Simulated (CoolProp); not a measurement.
Properties of toluene along the isotherm 346.85 °C.

The numbers come from the reference Helmholtz-energy equation of state, Lemmon 2006 in CoolProp. It is a short technical equation, of lower accuracy than the large ones.

```csv
p (MPa),phase,cp (kJ/(kg K)),Joule-Thomson coefficient (K/MPa),conductivity (mW/(m K))
0.0652,gas,___,___,43.5
0.102,gas,___,6.505,43.5
0.158,gas,2.188,6.543,43.5
0.246,gas,2.193,6.605,43.5
0.384,gas,2.201,6.705,43.5
0.597,gas,2.214,6.865,43.6
0.93,gas,2.237,7.135,43.7
1.45,gas,___,___,44.0
2.25,gas,2.373,8.489,44.8
3.51,gas,2.673,10.41,48.2
5.47,supercritical,6.032,12.36,73.9
8.51,supercritical,3.107,1.663,___
13.3,supercritical,2.798,0.5498,84.0
20.6,supercritical,2.673,0.1395,88.9
```

Q: What belongs in the gaps?

A: 
- 0.0652, cp (kJ/(kg K)): 2.183
- 0.0652, Joule-Thomson coefficient (K/MPa): 6.479
- 0.102, cp (kJ/(kg K)): 2.185
- 1.45, cp (kJ/(kg K)): 2.280
- 1.45, Joule-Thomson coefficient (K/MPa): 7.608
- 8.51, conductivity (mW/(m K)): 79.5

The peak of cp marks the crossing from liquid-like to gas-like fluid above the critical point.

Thermal conductivity comes from a separate model (Assael 2012).
